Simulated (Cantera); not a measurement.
Cantera run, input and output.

```python
import numpy as np
import cantera as ct

gas = ct.Solution("h2o2.yaml")
gas.TPX = 1000, 100000, {'H2': 1.6, 'O2': 1, 'N2': 2.5}
reactor = ct.IdealGasConstPressureReactor(gas, energy="off", clone=False)
net = ct.ReactorNet([reactor])
net.rtol, net.atol = 1e-08, 1e-18
show = ['H2', 'O2', 'H2O2', 'H2O', 'O']
times = np.geomspace(9e-06, 20, 10)

steps = ct.SolutionArray(gas, extra=["t"])
rows = []
print(f"{'t/s':>10s}{'T/K':>9s}{'P/Pa':>11s}" + "".join(f"{s:>11s}" for s in show))
for t in times:
    while net.time < t:
        t_next = net.step()
        steps.append(gas.state, t=t_next)
    rows.append([np.interp(t, steps.t, y) for y in (steps.T, steps.P, *steps(*show).X.T)])
    print(f"{t:10.3e}{rows[-1][0]:9.1f}{rows[-1][1]:11.4g}" + "".join(f"{x:11.3e}" for x in rows[-1][2:]))
rate = np.gradient(steps.T, steps.t)
print("integrator steps:", len(steps.t))
if steps.T.max() > steps.T[0] + 200:
    print(f"time of steepest temperature rise: {steps.t[rate.argmax()]:.4e} s")
gas.TPX = 1000, 100000, {'H2': 1.6, 'O2': 1, 'N2': 2.5}
gas.equilibrate("TP")
print(f"equilibrium (TP): T = {gas.T:.1f} K  " + "  ".join(f"{s} {gas[s].X[0]:.3e}" for s in show))
```

Result:

```
       t/s      T/K       P/Pa         H2         O2       H2O2        H2O          O
 9.000e-06   1000.0      1e+05  3.137e-01  1.961e-01  6.284e-13  3.317e-10  5.026e-11
 4.565e-05   1000.0      1e+05  3.137e-01  1.961e-01  5.617e-11  2.223e-08  9.852e-10
 2.315e-04   1000.0      1e+05  3.077e-01  1.933e-01  8.134e-06  5.936e-03  1.663e-04
 1.174e-03   1000.0      1e+05  1.427e-01  1.144e-01  1.676e-04  2.027e-01  1.294e-07
 5.957e-03   1000.0      1e+05  1.408e-01  1.134e-01  3.317e-04  2.048e-01  2.543e-07
 3.022e-02   1000.0      1e+05  1.193e-01  1.031e-01  5.822e-04  2.300e-01  4.428e-07
 1.533e-01   1000.0      1e+05  4.964e-02  7.000e-02  2.620e-04  3.130e-01  2.971e-07
 7.774e-01   1000.0      1e+05  1.585e-03  4.726e-02  6.603e-06  3.702e-01  3.794e-08
 3.943e+00   1000.0      1e+05  5.181e-05  4.654e-02  3.138e-08  3.720e-01  3.214e-10
 2.000e+01   1000.0      1e+05  3.393e-07  4.651e-02  9.608e-11  3.721e-01  3.072e-12
integrator steps: 2484
equilibrium (TP): T = 1000.0 K  H2 1.518e-10  O2 4.651e-02  H2O2 2.260e-10  H2O 3.721e-01  O 3.413e-11
```

Detailed kinetics in Cantera: the H2/O2 subset of GRI-Mech 3.0, which has no nitrogen chemistry. The temperature is held fixed by assumption; the heat of reaction is taken as removed at once.
